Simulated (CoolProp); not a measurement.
R407C at 393.19 K and 7.25 MPa is throttled through a valve to 3.35 MPa with no heat exchange. Each further row changes one setting.

The numbers come from the reference Helmholtz-energy equation of state, Lemmon 2003 in CoolProp. It is a pseudo-pure fit of the blend.

| case | temperature change (K) | final density (kg/m³) |
|---|---|---|
| as stated | -42.4 | 164 |
| outlet pressure 1 MPa | -82.8 | 39.5 |
| outlet pressure 4.36 MPa | -28.3 | 230 |
